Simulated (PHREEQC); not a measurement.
Make-up at 64 °C: 34 mmol/kgw K2SO4 and 0.17 mmol/kgw LiNO3. Closed to the air; pH follows from the charge balance.

The numbers come from PHREEQC with the ion-association model, phreeqc.dat.

Each row changes one thing in this solution. Precipitation was switched off in this run.

```csv
case,ionic strength (mol/kgw),Li+ (mol/kgw)
as made,0.0875,0.000163
temperature from 64 to 15 °C,0.0938,0.000162
K2SO4 left out,0.000170,0.000170
diluted 2-fold with water,0.0460,8.27e-5
K2SO4 from 0.034 to 0.051 mol/kgw,0.127,0.000161
temperature from 64 to 5 °C,0.0950,0.000161
0.0095 mol/kgw NaCl added,0.0966,0.000163
```

At this temperature some constants are extrapolated from 25 °C, and those without enthalpy data are left unchanged.
